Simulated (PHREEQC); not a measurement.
Make-up at 35 °C: 1.4 mmol/kgw K2HPO4, 0.037 mmol/kgw H2SeO3 and 44 mmol/kgw CsCl. Closed to the air; pH follows from the charge balance.

All values are PHREEQC results (ion-association model, wateq4f.dat), not measurements.

```csv
quantity,before,after
pH,8.27,8.30
H2PO4- (mol/kgw),6.11e-5,3.27e-5
```

What was changed between the two runs?
(A) diluted 5-fold with water
(B) diluted 2-fold with water
(C) K2HPO4 from 0.0014 to 0.0021 mol/kgw
(D) temperature from 35 to 20 °C
(E) temperature from 35 to 90 °C

B, diluted 2-fold with water

Precipitation was switched off in this run. H3PO4, which wateq4f.dat lacks, is added to it with the constant of phreeqc.dat.
